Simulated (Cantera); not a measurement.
Source: NASA polynomial tables (part measured, part estimated), evaluated in Cantera. Values are per mole of reaction as written; species without (g) are pure solids or liquids, kept so even where they would boil at 1 bar.

CrO₃(g) + 6 N(g) = 3 N₂O(g) + Cr

```
T (K)  ΔH° (kJ)  ΔS° (J/K)  ΔG° (kJ)  log10 K
-----  --------  ---------  --------  -------
2600        [?]        [?]       [?]      [?]
2650        [?]        [?]       [?]      [?]
2700        [?]        [?]       [?]      [?]
2750        [?]        [?]       [?]      [?]
2800    -2264.6     -509.9    -836.8    15.61
```

Problem. Complete the blanks.

Solution. 
- 2600, ΔH° (kJ): -2268.6
- 2600, ΔS° (J/K): -511.4
- 2600, ΔG° (kJ): -939.0
- 2600, log10 K: 18.86
- 2650, ΔH° (kJ): -2267.6
- 2650, ΔS° (J/K): -511.0
- 2650, ΔG° (kJ): -913.4
- 2650, log10 K: 18.00
- 2700, ΔH° (kJ): -2266.6
- 2700, ΔS° (J/K): -510.6
- 2700, ΔG° (kJ): -887.9
- 2700, log10 K: 17.18
- 2750, ΔH° (kJ): -2265.6
- 2750, ΔS° (J/K): -510.3
- 2750, ΔG° (kJ): -862.3
- 2750, log10 K: 16.38
